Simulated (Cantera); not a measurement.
An adiabatic, constant-volume homogeneous reactor starts with CO : H₂ : CH₄ : O₂ : N₂ = 1 : 0.49 : 0.063 : 1.08 : 6.56 (molar parts), at 1350 K and 6.61 atm. Integrator tolerance rtol = 1e-08.

Computed with Cantera and GRI-Mech 3.0 (53 species, 325 reactions).

Question: How do the results move with these cheaper or finer settings: rtol 1e-08 to 0.01?

Answer: 
```json
[
 {"setting": "as above", "time of steepest temperature rise": "11.3 µs", "temperature at 0.100 s": "2731 K", "equilibrium temperature": "2731 K", "x(CO) at 0.100 s": "0.0202", "integrator steps": "1517"},
 {"setting": "rtol 1e-08 to 0.01", "time of steepest temperature rise": "not reached", "temperature at 0.100 s": "601 K", "equilibrium temperature": "2731 K", "x(CO) at 0.100 s": "0.112", "integrator steps": "636"}
]
```
